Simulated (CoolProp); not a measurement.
Vapour-liquid equilibrium of toluene (1) + p-xylene (2) at 0.606 MPa; x and y are mole fractions of (1).

Model: multi-fluid Helmholtz-energy mixture model, Lemmon 2006 and Zhou 2012; pair parameters Bell 2016, in CoolProp.

```
x      bubble temperature (K)  y at the bubble point  dew temperature at overall composition x (K)  liquid density (mol/L)
-----  ----------------------  ---------------------  --------------------------------------------  ----------------------
0.05                    491.8                  0.077                                         492.5                   6.293
0.125                   488.9                  0.187                                         490.5                   6.385
0.2                     486.0                  0.288                                         488.5                   6.477
0.275                   483.3                  0.382                                         486.4                   6.569
0.35                    480.6                  0.468                                         484.2                   6.662
0.425                   478.0                  0.548                                         481.9                   6.756
0.5                     475.6                  0.622                                         479.6                   6.850
0.575                   473.2                  0.691                                         477.2                   6.945
0.65                    470.9                  0.754                                         474.6                   7.041
0.725                   468.8                  0.813                                         472.0                   7.138
0.8                     466.7                  0.869                                         469.3                   7.236
0.875                   464.6                  0.920                                         466.4                   7.336
0.95                    462.7                  0.969                                         463.5                   7.437
```

No azeotrope shows between x = 0.05 and 0.95.

Pair parameters are fitted to limited data, so mixtures are less certain than the pure fluids.
